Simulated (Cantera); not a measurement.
A closed system holds: 1 mol MgO, 44 mol HCl, 0.28 mol O2, equilibrated at 1875 K and 1.33 mbar.

Equilibrium computed with Cantera from the NASA thermochemical tables; the gas is ideal and each condensed phase is pure. Candidate condensed phases: H2O, Mg, MgCl2, MgO, Mg(OH)2; 22 gas species. The numbers say what is thermodynamically allowed, not how fast it happens.

**Question.** What is the equilibrium state?

**Answer.** 
- x(HCl) = 0.843
- x(Cl) = 0.0743
- x(H2O) = 0.0337
- x(H2) = 0.0238
- x(MgCl2) = 0.0218
- x(H) = 0.00277
- x(OH) = 0.000306
- x(Cl2) = 3.75e-5
- x(MgCl) = 3.39e-5
- gas amount = 45.78 mol
- log10 activity of Mg(l) (absent) = -8.79
